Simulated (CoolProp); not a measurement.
Vapour-liquid equilibrium of propane (1) + toluene (2) at 0.106 MPa; x and y are mole fractions of (1).

The numbers come from the multi-fluid Helmholtz-energy mixture model, Lemmon 2009 and Lemmon 2006; pair parameters Bell 2016 in CoolProp.

Question: Give the bubble temperature and the first vapour's composition at x = 0.05, 0.35, 0.95. Is there an azeotrope?

Answer: x = 0.05: 308.1 K, y = 0.941; x = 0.35: 245.3 K, y = 0.999; x = 0.95: 233.2 K, y = 1.000. No azeotrope shows between x = 0.05 and 0.95.

The pair parameters rest on a limited set of measurements; away from them the model extrapolates. With so large a gap from Raoult's law the liquid may split in two, which this calculation doesn't test in full.
